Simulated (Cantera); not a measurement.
An isothermal, constant-pressure homogeneous reactor starts with N2O : H2O = 1 : 0.13 (molar parts), at 1325 K and 0.00510 bar.

Detailed kinetics in Cantera: GRI-Mech 3.0 (53 species, 325 reactions). GRI-Mech 3.0 was tuned for natural gas; its chemistry of N2O as a main component is partial and can be far from experiment. Radical loss at walls, strong at low pressure, is not modelled. The mechanism lacks the step 2 NO + O2 → 2 NO2, which can matter for NO2 below about 1400 K. The temperature is held fixed by assumption; the heat of reaction is taken as removed at once.

x: mole fraction; the columns are a selection and need not sum to one.

```
t (s)     x N2O  x H2O      x H2      x N2      x O      x NO
--------  -----  -----  --------  --------  -------  --------
6.00e-5   0.885  0.115    <1e-12   1.15e-6  1.08e-6   1.19e-8
0.000226  0.885  0.115    <1e-12   4.62e-6  3.64e-6   1.56e-7
0.000848  0.885  0.115  3.81e-11       ___      ___       ___
0.00319   0.885  0.115   3.43e-9   9.26e-5  1.38e-5   1.24e-5
0.0120    0.884  0.115   9.75e-8  0.000383  1.39e-5   5.66e-5
0.0451    0.883  0.115   8.57e-7   0.00153  1.41e-5  0.000218
0.169     0.876  0.115       ___       ___  1.41e-5       ___
0.637     0.851  0.114   1.25e-6    0.0220  1.37e-5   0.00278
2.39      0.767  0.110   8.17e-7    0.0767  1.29e-5   0.00987
9.00      0.536  0.101   7.43e-7     0.227  1.21e-5    0.0296
```

Q: What belongs in the gaps?

A: 
- 0.000848, x N2: 2.04e-5
- 0.000848, x O: 9.50e-6
- 0.000848, x NO: 1.72e-6
- 0.169, x H2: 1.83e-6
- 0.169, x N2: 0.00591
- 0.169, x NO: 0.000780
